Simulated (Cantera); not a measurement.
Feed: 1 mol ZrO2, 5.5 mol H2, 6.8 mol N2, equilibrated at 1625 °C and 290 Pa.

Equilibrium computed with Cantera from the NASA thermochemical tables; the gas is ideal and each condensed phase is pure. Candidate condensed phases: H2O, Zr, ZrN, ZrO2; 28 gas species. The numbers say what is thermodynamically allowed, not how fast it happens.

**Question.** What is the equilibrium state?

**Answer.** 
| Quantity | Value |
|---|---|
| x(N2) | 0.550 |
| x(H2) | 0.440 |
| x(H) | 0.00964 |
| x(H2O) | 1.57e-5 |
| n(ZrO2(tetragonal)) | 1.000 mol |
| gas amount | 12.36 mol |
| log10 activity of Zr(β) (absent) | -3.86 |
